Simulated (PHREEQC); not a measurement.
**Buffer**

A solution holds 0.0019 mol NaHSO4, 0.039 mol Na2CO3 and 0.033 mol LiCl per kg of water, at 88 °C. Closed to the air; pH follows from the charge balance.

Equilibrium calculation in PHREEQC: ion-association model, wateq4f.dat.

```
Property                  Result
----------------  --------------
pH                          9.86
ionic strength    0.0924 mol/kgw
total alkalinity     76.1 meq/kg
```

```csv
species,molality,activity,log γ
Na+,0.0519,0.0395,-0.118
Cl-,0.0330,0.0245,-0.129
Li+,0.0329,0.0256,-0.109
NaCO3-,0.0278,0.0214,-0.114
CO3-2,0.00601,0.00211,-0.454
HCO3-,0.00514,0.00396,-0.114
OH-,0.00333,0.00247,-0.130
SO4-2,0.00162,0.000549,-0.471
NaSO4-,0.000196,0.000151,-0.114
NaHCO3,8.60e-5,8.79e-5,0.009
LiSO4-,8.03e-5,6.14e-5,-0.117
CO2,1.26e-6,1.28e-6,0.009
```

No solid was allowed to form. Away from 25 °C the constants follow the database's enthalpies or fits; those with neither stay at their 25 °C values.
